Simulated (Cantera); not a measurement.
A closed system holds: 1 mol Si₂Cl₆, 55 mol N₂, 12 mol H₂, held at 1627 °C.

These are equilibrium values from Cantera (NASA tables, ideal gas, pure condensed phases), not measurements of a reactor. Candidate condensed phases: NH₄Cl, Si, Si₃N₄; 28 gas species. The feed counts by its element totals alone. Equilibrium is a limit: real reactors are often held back by kinetics, nucleation or transport.

### Question
What share of the Si ends up in condensed phases as a function of P (Pa), at 5, 26, 140, 710, 3700, 19000, 100000?

### Answer
```csv
P (Pa),Si condensed (%),as
5,0.0,-
26,0.0,-
140,0.0,-
710,6.8,Si(l)
3700,12.9,Si(l)
19000,34.9,Si₃N₄(s)
100000,60.6,Si₃N₄(s)
```
